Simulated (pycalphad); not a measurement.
Effect of Ti content in Si-Ti

CALPHAD calculation (pycalphad, COST 507 light-alloy database (1999)), 1 atm. The database dates from 1999; later assessments differ in places, in temperatures and in the compounds included. Amounts are mole fractions of atoms.

One of these alloys has its liquidus at 1742 K, its solidus at 1604 K, and holds SI2TI 0.88, diamond (Si) 0.12 at 1080 K. Which?
A) Si-70.78Ti (wt.%)
B) Si-22.66Ti (wt.%)
C) Si-92.62Ti (wt.%)
D) Si-41.45Ti (wt.%)

D, Si-41.45Ti (wt.%). The others: Si-22.66Ti (wt.%), liquidus 1646, solidus 1604; Si-70.78Ti (wt.%), liquidus 2373, solidus 2193; Si-92.62Ti (wt.%), liquidus 1657, solidus 1613

Database names, with the compositions (at.%) that they take in these runs: SI2TI: Si 67 Ti 33.
